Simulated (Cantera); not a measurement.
## N2O furnace oxynitridation

An isothermal, constant-pressure homogeneous reactor starts with 82.0 % N2O, 18.0 % N2, at 1450 K and 0.0415 atm.

Cantera simulation using GRI-Mech 3.0 (53 species, 325 reactions); the numbers are that mechanism's predictions, not measurements. GRI-Mech 3.0 was tuned for natural gas; its chemistry of N2O as a main component is partial and can be far from experiment. Radical loss at walls, strong at low pressure, is not modelled. The temperature is held fixed by assumption; the heat of reaction is taken as removed at once.

| t (s) | x N2O | x NO | x O2 | x NO2 | x O | x N2 |
|---|---|---|---|---|---|---|
| 1.00e-5 | 0.820 | 1.36e-7 | 2.38e-7 | <1e-12 | 4.97e-6 | 0.180 |
| 6.47e-5 | 0.820 | 4.65e-6 | 8.13e-6 | <1e-12 | 2.37e-5 | 0.180 |
| 0.000419 | 0.819 | 7.90e-5 | 0.000138 | 2.59e-10 | 4.34e-5 | 0.181 |
| 0.00271 | 0.816 | 0.000615 | 0.00108 | 1.50e-8 | 4.37e-5 | 0.183 |
| 0.0176 | 0.794 | 0.00402 | 0.00703 | 4.92e-7 | 4.37e-5 | 0.195 |
| 0.114 | 0.671 | 0.0235 | 0.0411 | 6.55e-6 | 4.36e-5 | 0.265 |
| 0.737 | 0.255 | 0.0887 | 0.156 | 3.44e-5 | 4.28e-5 | 0.500 |
| 4.77 | 0.00277 | 0.126 | 0.227 | 8.81e-5 | 1.36e-5 | 0.645 |
| 30.9 | 4.39e-6 | 0.126 | 0.228 | 0.000167 | 4.74e-6 | 0.646 |
| 200 | 4.30e-6 | 0.124 | 0.228 | 0.000165 | 4.74e-6 | 0.647 |
x: mole fraction; the columns are a selection and need not sum to one.

Equilibrium at this temperature and pressure: N2O 1.29e-8, NO 0.00106, O2 0.290, NO2 1.60e-6, O 5.31e-6, N2 0.709 (gas phase only).
